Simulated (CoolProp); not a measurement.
Fluorine at 279.84 K and 5.53 MPa is throttled through a valve to 0.741 MPa with no heat exchange. Each further row changes one setting.

Model: reference Helmholtz-energy equation of state, de Reuck 1990, in CoolProp.

```
case                       temperature change (K)  final density (kg/m³)
-------------------------  ----------------------  ---------------------
as stated                                     ___                   12.6
outlet pressure 0.222 MPa                     ___                   3.78
outlet pressure 0.963 MPa                    -9.7                    ___
```

### Question
Complete the blanks.

### Answer

- as stated, temperature change (K): -10.2
- outlet pressure 0.222 MPa, temperature change (K): -11.4
- outlet pressure 0.963 MPa, final density (kg/m³): 16.4
